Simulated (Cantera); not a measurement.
Charge: 1 mol borazine, 0.22 mol O2, equilibrated at 602 °C and 1000 Pa.

Method: chemical equilibrium by Gibbs-energy minimisation in Cantera with the NASA 1993 tables (ideal gas, pure condensed phases). Candidate condensed phases: B, BN, B2O3, B3O3H3, H2O; 39 gas species. The feed counts by its element totals alone. Kinetics and transport are ignored.

Base state: H2 0.953, N2 0.0464, H2O 0.000742 (mole fractions); condensed: BN(s) + B2O3(l).

Problem. What changes in the equilibrium state with this change: 0.67 mol H2O added?

Solution. 
| species | before | after |
|---|---|---|
| H2 | 0.953 | 0.908 |
| N2 | 0.0464 | 0.0913 |
| H2O | 0.000742 | 0.000886 |
| BN(s), mol | 2.71 | 2.26 |
| B2O3(l), mol | 0.146 | 0.369 |
